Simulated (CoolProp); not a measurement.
Nitrous oxide at 237.86 K and 3.49 MPa is throttled through a valve to 1.62 MPa with no heat exchange. Each further row changes one setting.

Model: reference Helmholtz-energy equation of state, Lemmon 2006, in CoolProp. It is a short technical equation, of lower accuracy than the large ones.

```
case                       temperature change (K)                       final phase  final density (kg/m³)
-------------------------  ----------------------  --------------------------------  ---------------------
as stated                                    +0.2                            liquid                   1060
outlet pressure 0.486 MPa                   -21.8  two-phase, vapour fraction 0.120                   99.8
outlet pressure 2.11 MPa                     +0.1                            liquid                   1060
```
